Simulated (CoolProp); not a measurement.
Dimethyl carbonate along the isotherm 265.45 °C: density (kg/m³) from the reference equation and from simpler models built on Tc = 283.9 °C, pc = 49.09 bar, ω = 0.346; each cubic takes its own stable root.

The numbers come from the reference Helmholtz-energy equation of state, Zhou 2011 in CoolProp.

| p (bar) | phase | reference | van der Waals | Peng-Robinson |
|---|---|---|---|---|
| 44.6 | liquid | [?] | 363.3 | 555.5 |
| 89.3 | liquid | 688.6 | 455.1 | [?] |
| 134 | liquid | [?] | 489.9 | 707.8 |
| 179 | liquid | 746.6 | 513.1 | 744.0 |
| 223 | liquid | 765.8 | 530.1 | [?] |
| 268 | liquid | [?] | 544.2 | [?] |
| 312 | liquid | 796.5 | 555.6 | 814.1 |
| 357 | liquid | 809.4 | [?] | 831.2 |
| 402 | liquid | 821.0 | 574.4 | 846.3 |
| 446 | liquid | 831.4 | 582.0 | [?] |
| 491 | liquid | 841.2 | 589.0 | 871.7 |

Fill in the missing entries.


- 44.6, reference: 627.1
- 89.3, Peng-Robinson: 656.3
- 134, reference: 722.1
- 223, Peng-Robinson: 771.7
- 268, reference: 782.4
- 268, Peng-Robinson: 794.9
- 357, van der Waals: 565.6
- 446, Peng-Robinson: 859.5
